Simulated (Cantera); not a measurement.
Charge: 1 mol NF3, 0.46 mol H2, 2 mol O2, held at 1.10 bar.

Method: chemical equilibrium by Gibbs-energy minimisation in Cantera with the NASA 1993 tables (ideal gas, pure condensed phases). Candidate condensed phases: H2O; 40 gas species. Rates play no part. All values below are at 2923 K.

Base state: F 0.369, O2 0.323, HF 0.163, N2 0.0802, O 0.0468, NO 0.0172, OH 0.000179, FO 0.000173 (mole fractions); condensed: gas only.

**Question.** What changes in the equilibrium state with this change: NF3 replaced by CS2?

**Answer.** 
```tsv
species	before	after
SO2	0	0.262
CO	0	0.238
SO	0	0.207
F	0.369	0
O2	0.323	0.00300
HF	0.163	0
N2	0.0802	0
CO2	0	0.0550
S	0	0.0351
S2	0	0.0337
NO	0.0172	0
SH	0	0.0107
H2	7.83e-8	0.0414
H2O	1.36e-6	0.0692
H	3.31e-5	0.0240
OH	0.000179	0.0126
O	0.0468	0.00451
S2O	0	0.00171
H2S	0	0.000845
```
Further candidate phases: C, C6H6, C7H8, C8H18, H2SO4, S.
